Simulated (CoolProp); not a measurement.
o-xylene at 531.73 K and 1.62 MPa flows at 0.47 m/s in a round tube of 50 mm bore and 15 µm roughness, fully developed (64/Re and Nu = 3.66 if laminar; Colebrook and Gnielinski if turbulent). Each further row changes one setting.

The numbers come from the reference Helmholtz-energy equation of state, Zhou 2012 in CoolProp.

```
case               Reynolds number  Darcy friction factor  pressure drop (Pa/m)  heat-transfer coefficient (W/(m² K))  mass flow (kg/h)
-----------------  ---------------  ---------------------  --------------------  ------------------------------------  ----------------
as stated                   123000                 0.0189                  26.8                                   958              2130
velocity 0.94 m/s           246000                 0.0173                  98.1                                  1800              4260
diameter 100 mm             246000                 0.0163                  11.5                                   859              8520
```

Viscosity comes from a separate model (Cao 2016). Thermal conductivity comes from a separate model (Mylona 2014).
